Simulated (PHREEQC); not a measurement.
0.5 g of hydrous ferric oxide (600 m²/g; 0.2 weak and 0.005 strong sites per Fe, Dzombak-Morel constants, diffuse double layer) in 1 kg of water with 0.01 mol/kgw of an inert sodium salt and 0.0024 mmol/kgw ZnCl2, at 25 °C; the pH is set by adding NaOH or the inert anion's acid. O2 is buffered at 0.21 atm. No CO2 enters from the air. Nothing may precipitate in this run.

The series has 13 steps of pH, from 3 to 9.

The numbers come from PHREEQC with the ion-association model, wateq4f.dat.

**Question.** Near which pH is half of the Zn sorbed, and on which side is more sorbed?

**Answer.** Near pH 5.8, with more sorbed at higher pH.

Complexes and solids missing from the database can't appear. The oxide is taken as insoluble; below pH 4 it would dissolve.
